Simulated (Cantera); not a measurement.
# Premixed flame

A freely propagating, adiabatic, planar premixed flame of 3.37 % CH4, 2.93 % C2H6, 1.11 % C3H8, 19.4 % O2, 73.1 % N2, unburnt at 450 K and 4.93 atm; mixture-averaged transport, grid criteria slope 0.08 and curve 0.16, no radiation.

Detailed kinetics in Cantera: GRI-Mech 3.0 (53 species, 325 reactions). GRI-Mech 3.0 was tuned for natural gas; its chemistry of propane as a main component is partial and can be far from experiment. Burning velocities carry a grid error of a few per cent, more on coarse grids.

| z (mm) | T (K) | u (m/s) | x CH4 | x C2H6 | x C3H8 | x H2 | x OH | x CH3 |
|---|---|---|---|---|---|---|---|---|
| -0.280 | 451 | 0.524 | 0.0336 | 0.0293 | 0.0111 | 0.00172 | <1e-8 | <1e-8 |
| -0.187 | 454 | 0.529 | 0.0335 | 0.0292 | 0.0111 | 0.00425 | <1e-8 | <1e-8 |
| -0.140 | 468 | 0.547 | 0.0331 | 0.0290 | 0.0110 | 0.00725 | <1e-8 | <1e-8 |
| -0.0934 | 562 | 0.663 | 0.0312 | 0.0279 | 0.0108 | 0.0129 | 1.21e-8 | 1.36e-7 |
| -0.0467 | 1039 | 1.26 | 0.0227 | 0.0186 | 0.00752 | 0.0211 | 1.15e-5 | 0.000142 |
| -0.0233 | 1480 | 1.83 | 0.0144 | 0.00717 | 0.00243 | 0.0250 | 0.000159 | 0.00138 |
| 0 | 1878 | 2.35 | 0.00467 | 0.000357 | 3.93e-5 | 0.0254 | 0.00148 | 0.00175 |
| 0.0233 | 2060 | 2.58 | 0.000498 | 1.17e-6 | <1e-8 | 0.0219 | 0.00415 | 0.000324 |
| 0.0467 | 2121 | 2.64 | 2.99e-5 | <1e-8 | <1e-8 | 0.0199 | 0.00546 | 2.47e-5 |
| 0.0934 | 2179 | 2.70 | 1.57e-7 | <1e-8 | <1e-8 | 0.0196 | 0.00532 | 1.53e-7 |
| 0.187 | 2234 | 2.76 | <1e-8 | <1e-8 | <1e-8 | 0.0192 | 0.00417 | <1e-8 |
| 0.374 | 2275 | 2.81 | <1e-8 | <1e-8 | <1e-8 | 0.0186 | 0.00283 | <1e-8 |
| 0.747 | 2298 | 2.83 | <1e-8 | <1e-8 | <1e-8 | 0.0182 | 0.00178 | <1e-8 |
x: mole fraction of selected species; z is measured from the peak of heat release.

The laminar burning velocity comes out as 52.2 cm/s. The thermal thickness is 0.0934 mm. The peak x(H2) is 0.0260, the peak x(OH) is 0.00560 and the peak x(CH3) comes out as 0.00213. The grid points is 147.
